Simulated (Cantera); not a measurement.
Input: 1 mol SiH₂Cl₂, 3.4 mol O₃, equilibrated at 1048.15 K and 0.000130 bar.

Method: chemical equilibrium by Gibbs-energy minimisation in Cantera with the NASA 1993 tables (ideal gas, pure condensed phases). Candidate condensed phases: H₂O, Si, SiO₂; 30 gas species. Equilibrium is a limit: real reactors are often held back by kinetics, nucleation or transport.

Base state: O₂ 0.667, HCl 0.297, H₂O 0.0162, Cl₂ 0.0124, Cl 0.00754 (mole fractions); condensed: SiO₂(β-quartz).

What changes in the equilibrium state with this change: SiH₂Cl₂ replaced by Si₂H₆?


| species | before | after |
|---|---|---|
| H₂O | 0.0162 | 0.652 |
| O₂ | 0.667 | 0.348 |
| HCl | 0.297 | 0 |
| Cl₂ | 0.0124 | 0 |
| Cl | 0.00754 | 0 |
| SiO₂(β-quartz), mol | 1.00 | 2.00 |
The feed counts by its element totals alone.
